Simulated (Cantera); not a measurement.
# Formation from one mole of Cl2

Standard-state values (1 bar) from the NASA 1993 polynomials, evaluated with Cantera. Values are per mole of reaction as written; species without (g) are pure solids or liquids, kept so even where they would boil at 1 bar.

Ca + Cl2(g) → CaCl2

```tsv
T (K)	ΔH° (kJ)	ΔS° (J/K)	ΔG° (kJ)	log10 K
423	-794.2	-156.4	-728.0	89.90
448	-793.8	-155.6	-724.1	84.43
473	-793.5	-154.9	-720.2	79.54
498	-793.2	-154.3	-716.4	75.14
523	-792.9	-153.7	-712.5	71.16
548	-792.6	-153.1	-708.7	67.55
```

0.6667 Al + Cl2(g) → 0.6667 AlCl3

```
T (K)  ΔH° (kJ)  ΔS° (J/K)  ΔG° (kJ)  log10 K  condensed phases
-----  --------  ---------  --------  -------  ----------------
423      -468.8     -164.7    -399.2    49.29   Al(s), AlCl3(s)
448      -468.4     -163.8    -395.1    46.06   Al(s), AlCl3(s)
473      -444.4     -112.1    -391.4    43.22   Al(s), AlCl3(l)
498      -443.6     -110.5    -388.6    40.76   Al(s), AlCl3(l)
523      -442.9     -109.1    -385.8    38.53   Al(s), AlCl3(l)
548      -442.1     -107.7    -383.1    36.52   Al(s), AlCl3(l)
```

2 K + Cl2(g) → 2 KCl(g)

| T (K) | ΔH° (kJ) | ΔS° (J/K) | ΔG° (kJ) | log10 K |
|---|---|---|---|---|
| 423 | -437.0 | 103.6 | -480.8 | 59.37 |
| 448 | -437.6 | 102.2 | -483.4 | 56.36 |
| 473 | -438.2 | 101.0 | -485.9 | 53.66 |
| 498 | -438.8 | 99.8 | -488.5 | 51.23 |
| 523 | -439.3 | 98.7 | -490.9 | 49.03 |
| 548 | -439.9 | 97.6 | -493.4 | 47.03 |

0.5 Ti + Cl2(g) → 0.5 TiCl4

```
T (K)  ΔH° (kJ)  ΔS° (J/K)  ΔG° (kJ)  log10 K
-----  --------  ---------  --------  -------
423      -399.0     -103.5    -355.2    43.86
448      -398.4     -102.1    -352.6    41.11
473      -397.8     -100.8    -350.1    38.66
498      -397.2      -99.5    -347.6    36.46
523      -396.6      -98.4    -345.1    34.47
548      -396.0      -97.3    -342.7    32.66
```
